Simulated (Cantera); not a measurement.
A closed system holds: 1 mol Si, a varied amount of Cl2, held at 3.30 Pa.

Cantera equilibrium calculation (NASA polynomials, part measured and part estimated; ideal gas, pure solids and liquids). Candidate condensed phases: Si; 9 gas species. The tables' values for SiCl3 are old estimates. Rates play no part.

Problem. What condenses at these points (T in °C, n(Cl2) in mol): (525, 4.3); (325, 1.5); (925, 4.3); (625, 1.1); (425, 2.5)?

Solution. 
| T (°C) | n(Cl2) in mol | condensed phases | Si condensed (%) |
|---|---|---|---|
| 525 | 4.3 | gas only | 0.0 |
| 325 | 1.5 | Si | 25.0 |
| 925 | 4.3 | gas only | 0.0 |
| 625 | 1.1 | Si | 44.3 |
| 425 | 2.5 | gas only | 0.0 |
